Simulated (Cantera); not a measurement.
A closed system holds: 1 mol Si(CH₃)₄, 1.5 mol C₂H₄, 420 mol H₂, 0.013 mol H₂O, at 1.43 Torr.

Method: chemical equilibrium by Gibbs-energy minimisation in Cantera with the NASA 1993 tables (ideal gas, pure condensed phases). Candidate condensed phases: C, C₆H₆, C₇H₈, C₈H₁₈, H₂O, Si, SiC, SiO₂; 123 gas species. The numbers say what is thermodynamically allowed, not how fast it happens.

Problem. What share of the Si ends up in condensed phases as a function of T (K), at 1575, 1675, 1775, 1875, 1975, 2075, 2175, 2275, 2375, 2475, 2575?

Solution. 
| T (K) | Si condensed (%) | as |
|---|---|---|
| 1575 | 100.0 | SiC(s) |
| 1675 | 99.8 | SiC(s) |
| 1775 | 98.8 | SiC(s) |
| 1875 | 92.4 | SiC(s) |
| 1975 | 58.4 | SiC(s) |
| 2075 | 0.0 | - |
| 2175 | 0.0 | - |
| 2275 | 0.0 | - |
| 2375 | 0.0 | - |
| 2475 | 0.0 | - |
| 2575 | 0.0 | - |
